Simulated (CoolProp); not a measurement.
Values from CoolProp's reference Helmholtz-energy equation of state, Bücker 2006.

### Question
Give the vapour pressure (bar), vapour viscosity (µPa s), liquid conductivity (mW/(m K)) of saturated n-butane at -13.35, 4.05 °C.

### Answer
| T (°C) | p (bar) | vapour viscosity (µPa s) | liquid conductivity (mW/(m K)) |
|---|---|---|---|
| -13.35 | 0.605 | 6.45 | 121 |
| 4.05 | 1.20 | 6.87 | 114 |

Viscosity comes from a separate model (Vogel 1999). Thermal conductivity comes from a separate model (Perkins 2002).
